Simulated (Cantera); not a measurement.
Feed: 1 mol SiF₄, 3.3 mol NH₃, equilibrated at 750 °C and 0.100 bar.

These are equilibrium values from Cantera (NASA tables, ideal gas, pure condensed phases), not measurements of a reactor. Candidate condensed phases: Si, Si₃N₄; 37 gas species. The tables' values for SiF₃ are old estimates; treat these amounts as uncertain. Kinetics and transport are ignored.

Base state: H₂ 0.651, N₂ 0.217, SiF₄ 0.131, HF 0.000734, SiHF₃ 0.000364, NH₃ 1.23e-5, SiF₃ 1.22e-5 (mole fractions); condensed: Si₃N₄(s).

Task: What changes in the equilibrium state with this change: SiF₄ replaced by SiH₂Cl₂?

Result: 
| species | before | after |
|---|---|---|
| H₂ | 0.651 | 0.633 |
| HCl | 0 | 0.236 |
| N₂ | 0.217 | 0.127 |
| SiF₄ | 0.131 | 0 |
| SiCl₄ | 0 | 0.00394 |
| HF | 0.000734 | 0 |
| SiHF₃ | 0.000364 | 0 |
| SiHCl₃ | 0 | 8.93e-5 |
| SiF₃ | 1.22e-5 | 0 |
| Si₃N₄(s), mol | 0.000226 | 0.323 |
Further candidate phases: NH₄Cl.
